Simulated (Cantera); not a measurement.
A closed system holds: 1 mol C₂F₆, 0.013 mol HCl, 2 mol H₂, equilibrated at 61.0 mbar.

These are equilibrium values from Cantera (NASA tables, ideal gas, pure condensed phases), not measurements of a reactor. Candidate condensed phases: C, C₆H₆, C₇H₈, C₈H₁₈; 118 gas species. The feed counts by its element totals alone. Rates play no part.

Task: At 2798 K, list the 6 most abundant gas species with their mole fractions, and the condensed phases.

Result: HF 0.701, F 0.224, CF₂ 0.0536, CF 0.0165, Cl 0.00223, H 0.00142. Condensed: C(graphite).
